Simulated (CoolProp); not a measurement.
Saturation properties of isopentane.

Computed with CoolProp (reference Helmholtz-energy equation of state, Lemmon 2006). It is a short technical equation, of lower accuracy than the large ones.

```json
[
 {"T (K)": "309.1", "p (MPa)": "0.1331", "liquid density (kg/m³)": "603.7", "liquid conductivity (mW/(m K))": "98.4"},
 {"T (K)": "318.1", "p (MPa)": "0.1767", "liquid density (kg/m³)": "594.1", "liquid conductivity (mW/(m K))": "95.8"},
 {"T (K)": "327.1", "p (MPa)": "0.2305", "liquid density (kg/m³)": "584.3", "liquid conductivity (mW/(m K))": "93.1"},
 {"T (K)": "336.1", "p (MPa)": "0.2960", "liquid density (kg/m³)": "574.1", "liquid conductivity (mW/(m K))": "90.4"},
 {"T (K)": "345.1", "p (MPa)": "0.3746", "liquid density (kg/m³)": "563.6", "liquid conductivity (mW/(m K))": "87.8"},
 {"T (K)": "354.1", "p (MPa)": "0.4681", "liquid density (kg/m³)": "552.7", "liquid conductivity (mW/(m K))": "85.1"},
 {"T (K)": "363.1", "p (MPa)": "0.5779", "liquid density (kg/m³)": "541.3", "liquid conductivity (mW/(m K))": "82.4"},
 {"T (K)": "372.2", "p (MPa)": "0.7075", "liquid density (kg/m³)": "529.2", "liquid conductivity (mW/(m K))": "79.7"},
 {"T (K)": "381.2", "p (MPa)": "0.8556", "liquid density (kg/m³)": "516.6", "liquid conductivity (mW/(m K))": "76.9"},
 {"T (K)": "390.2", "p (MPa)": "1.026", "liquid density (kg/m³)": "503.2", "liquid conductivity (mW/(m K))": "74.2"},
 {"T (K)": "399.2", "p (MPa)": "1.219", "liquid density (kg/m³)": "488.9", "liquid conductivity (mW/(m K))": "71.4"},
 {"T (K)": "408.2", "p (MPa)": "1.439", "liquid density (kg/m³)": "473.3", "liquid conductivity (mW/(m K))": "68.7"}
]
```

It boils at 301.0 K under 1 atm.

Thermal conductivity comes from a separate model (Vassiliou 2015).
